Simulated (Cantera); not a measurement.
A jet of H₂ : O₂ : N₂ = 0.013 : 0.12 : 0.79 (molar parts) at 300 K and 28.5 Torr hits a platinum plate 3.4 cm away at a mass flux of 0.17 kg/m²/s; the plate temperature is set and raised in steps from an oxygen-covered start.

Computed with Cantera and Deutschmann's 1995 Pt surface mechanism with GRI-Mech 3.0 gas chemistry. Catalytic surfaces can have several steady states; this one follows from the mechanism file's or the stated starting coverage.

One state of this run: wall x H₂ = 0.00445; wall x O₂ = 0.120; wall x H₂O = 0.0187; wall x OH = <1e-8; θ free Pt = 0.0611; θ O* = 0.936; θ OH* = 0.00289. x: mole fraction at the wall; θ: surface coverage.

Question: Which value of plate T (K) does it belong to?
(A) 800
(B) 750
(C) 700
(D) 600

Answer: D, 600
